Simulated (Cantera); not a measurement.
Adiabatic ignition

An adiabatic, constant-pressure homogeneous reactor starts with CH4 : C2H6 : C3H8 : O2 : N2 = 1 : 0.16 : 0.061 : 1.59 : 8.7 (molar parts), at 1625 K and 84000 Pa.

Computed with Cantera and GRI-Mech 3.0 (53 species, 325 reactions).

```tsv
t (s)	T (K)	x CH4	x C2H6	x C3H8	x HCO	x C2H	x N2O
1.00e-6	1624	0.0869	0.0138	0.00524	1.79e-10	<1e-12	2.58e-12
4.84e-6	1620	0.0866	0.0135	0.00497	2.49e-8	<1e-12	1.24e-10
2.34e-5	1614	0.0838	0.0116	0.00348	2.28e-6	5.68e-10	1.79e-9
0.000113	2161	0.0108	4.85e-5	7.74e-8	7.93e-5	2.02e-5	4.00e-8
0.000547	2525	2.58e-12	<1e-12	<1e-12	1.12e-7	<1e-12	1.73e-8
0.00265	2529	1.54e-12	<1e-12	<1e-12	1.08e-7	<1e-12	1.78e-8
0.0128	2529	1.56e-12	<1e-12	<1e-12	1.08e-7	<1e-12	1.90e-8
0.0619	2528	1.57e-12	<1e-12	<1e-12	1.08e-7	<1e-12	1.94e-8
0.299	2528	1.57e-12	<1e-12	<1e-12	1.08e-7	<1e-12	1.94e-8
1.45	2528	1.57e-12	<1e-12	<1e-12	1.08e-7	<1e-12	1.94e-8
7.00	2528	1.57e-12	<1e-12	<1e-12	1.08e-7	<1e-12	1.94e-8
```
x: mole fraction; the columns are a selection and need not sum to one.

```
Property                                                               Value
---------------------------------  -----------------------------------------
time of steepest temperature rise                                   0.116 ms
temperature at 7.00 s                                                 2528 K
equilibrium temperature                                               2528 K
x(CH4) at 7.00 s                   1.57e-12 (gas-phase equilibrium 1.77e-12)
x(C2H6) at 7.00 s                      <1e-12 (gas-phase equilibrium <1e-12)
x(C3H8) at 7.00 s                      <1e-12 (gas-phase equilibrium <1e-12)
```
